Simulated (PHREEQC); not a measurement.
Make-up at 25 °C: 0.0016 mol NH3, 7.2e-06 mol CO2 and 0.07 mol K2CO3 per kg of water. Closed to the air; pH follows from the charge balance.

The numbers come from PHREEQC with the ion-association model, wateq4f.dat.

Problem. The ionic strength comes out as 0.207 mol/kgw. What activity coefficients do CO3-2, HCO3-, NH4+, OH-, K+ get?

Solution. CO3-2 0.31, HCO3- 0.74, NH4+ 0.74, OH- 0.70, K+ 0.71.

This is a speciation only: nothing precipitates in the calculation.
